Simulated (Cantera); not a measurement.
What does this Cantera script print?

```python
import numpy as np
import cantera as ct

gas_names = """
    H H2 Hg
""".split()
cond_names = """
    Hg(cr) Hg(L)
""".split()


# ... load() reads the species with a 1 bar reference pressure and builds the phases ...
atoms = {
    'Hg': {'Hg': 1},
    'H2': {'H': 2},
}
top_T = {}  # K; cautious upper limits of use, not melting points


# ... equilibrate(T, P, feed) seeds the gas with the atoms and calls Mixture.equilibrate('TP', solver="vcs", rtol=1e-11, max_steps=5000) ...
results = []
feed = {'Hg': 1, 'H2': 0.37}  # mol
P = 101325  # Pa
for T in [523, 598, 673, 748, 823, 898, 973, 1048, 1123, 1198, 1273, 1348, 1423, 1498]:
    mix = equilibrate(T, P, feed)
    results.append((T, P, feed, dict(zip(mix.species_names, mix.species_moles))))

top = {s: max(r[3][s] / sum(r[3][g] for g in gas_names) for r in results) for s in gas_names}
cols = sorted((s for s in top if top[s] > 1e-05), key=lambda s: -top[s])[:6]
seen = [c for c in cond_names if any(r[3].get(c, 0) > 1e-12 for r in results)]
print("log10 of partial pressures in bar; condensed amounts in mol")
print(f"{'T/K':>10s}" + "".join(f"{s[:9]:>10s}" for s in cols + seen))
for T, P, feed, n in results:
    ng = sum(n[g] for g in gas_names)
    print(f"{T:10.4g}" + "".join(f"{np.log10(max(n[s] / ng * P / 1e5, 1e-99)):10.3f}" for s in cols)
          + "".join(f"{n.get(c, 0):10.4g}" for c in seen))
```

Output:

```
log10 of partial pressures in bar; condensed amounts in mol
       T/K        H2        Hg     Hg(L)
       523    -0.038    -1.009    0.9604
       598    -0.332    -0.262    0.5655
       673    -0.563    -0.131         0
       748    -0.563    -0.131         0
       823    -0.563    -0.131         0
       898    -0.563    -0.131         0
       973    -0.563    -0.131         0
      1048    -0.563    -0.131         0
      1123    -0.563    -0.131         0
      1198    -0.563    -0.131         0
      1273    -0.563    -0.131         0
      1348    -0.563    -0.131         0
      1423    -0.563    -0.131         0
      1498    -0.563    -0.131         0
```

Cantera equilibrium calculation (NASA polynomials, part measured and part estimated; ideal gas, pure solids and liquids).
